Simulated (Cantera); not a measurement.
An isothermal, constant-pressure homogeneous reactor starts with CH₄ : O₂ : N₂ : H₂O = 0.011 : 0.031 : 1 : 0.0013 (molar parts), at 950 K and 100000 Pa.

Cantera simulation using GRI-Mech 3.0 (53 species, 325 reactions); the numbers are that mechanism's predictions, not measurements. Below about 1000 K GRI-Mech 3.0 lacks low-temperature oxidation paths. The temperature is held fixed by assumption; the heat of reaction is taken as removed at once.

One state of this run: x CH₄ = <1e-12; x O₂ = 0.00876; x CH₂CO = <1e-12; x C₂H₂ = <1e-12; x H = 1.79e-9. x: mole fraction; the columns are a selection and need not sum to one.

Q: Which value of t (s) does it belong to?
A) 41.2
B) 2.87
C) 0.486
D) 1.18

A: A, 41.2
